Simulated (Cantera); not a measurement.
What does this Cantera script print?

```python
import numpy as np
import cantera as ct

gas = ct.Solution("gri30.yaml")
gas.TPX = 1800, 390000, {'CH4': 1, 'O2': 2.06, 'N2': 7.75, 'CO2': 1.6}
reactor = ct.IdealGasReactor(gas, energy="on", clone=False)
net = ct.ReactorNet([reactor])
net.rtol, net.atol = 1e-08, 1e-16
show = ['CH4', 'O2', 'CO2', 'C2H2', 'H2O', 'NO2']
times = np.geomspace(4e-06, 0.6, 11)

steps = ct.SolutionArray(gas, extra=["t"])
rows = []
print(f"{'t/s':>10s}{'T/K':>9s}{'P/Pa':>11s}" + "".join(f"{s:>11s}" for s in show))
for t in times:
    while net.time < t:
        t_next = net.step()
        steps.append(gas.state, t=t_next)
    rows.append([np.interp(t, steps.t, y) for y in (steps.T, steps.P, *steps(*show).X.T)])
    print(f"{t:10.3e}{rows[-1][0]:9.1f}{rows[-1][1]:11.4g}" + "".join(f"{x:11.3e}" for x in rows[-1][2:]))
rate = np.gradient(steps.T, steps.t)
print("integrator steps:", len(steps.t))
if steps.T.max() > steps.T[0] + 200:
    print(f"time of steepest temperature rise: {steps.t[rate.argmax()]:.4e} s")
gas.TPX = 1800, 390000, {'CH4': 1, 'O2': 2.06, 'N2': 7.75, 'CO2': 1.6}
gas.equilibrate("UV")
print(f"equilibrium (UV): T = {gas.T:.1f} K  " + "  ".join(f"{s} {gas[s].X[0]:.3e}" for s in show))
```

Output:

```
       t/s      T/K       P/Pa        CH4         O2        CO2       C2H2        H2O        NO2
 4.000e-06   1799.4  3.899e+05  8.037e-02  1.659e-01  1.289e-01  8.836e-10  6.767e-05  4.947e-15
 1.317e-05   1800.3  3.902e+05  7.908e-02  1.653e-01  1.289e-01  2.571e-07  7.368e-04  3.132e-13
 4.338e-05   2744.8  6.303e+05  1.099e-14  3.941e-02  1.235e-01  1.483e-16  1.277e-01  1.163e-07
 1.429e-04   2886.7  6.561e+05  9.921e-15  3.253e-02  1.358e-01  3.168e-17  1.335e-01  2.631e-06
 4.704e-04   2875.8  6.534e+05  1.044e-14  2.971e-02  1.357e-01  3.198e-17  1.339e-01  6.591e-06
 1.549e-03   2872.1  6.524e+05  1.063e-14  2.879e-02  1.357e-01  3.206e-17  1.341e-01  7.815e-06
 5.102e-03   2872.0  6.524e+05  1.063e-14  2.879e-02  1.357e-01  3.206e-17  1.341e-01  7.824e-06
 1.680e-02   2872.0  6.524e+05  1.063e-14  2.879e-02  1.357e-01  3.206e-17  1.341e-01  7.824e-06
 5.533e-02   2872.0  6.524e+05  1.063e-14  2.879e-02  1.357e-01  3.206e-17  1.341e-01  7.824e-06
 1.822e-01   2872.0  6.524e+05  1.063e-14  2.879e-02  1.357e-01  3.206e-17  1.341e-01  7.824e-06
 6.000e-01   2872.0  6.524e+05  1.063e-14  2.879e-02  1.357e-01  3.206e-17  1.341e-01  7.824e-06
integrator steps: 1734
time of steepest temperature rise: 3.8612e-05 s
equilibrium (UV): T = 2872.0 K  CH4 1.395e-14  O2 2.879e-02  CO2 1.357e-01  C2H2 3.417e-17  H2O 1.341e-01  NO2 7.824e-06
```

Computed with Cantera and GRI-Mech 3.0 (53 species, 325 reactions).
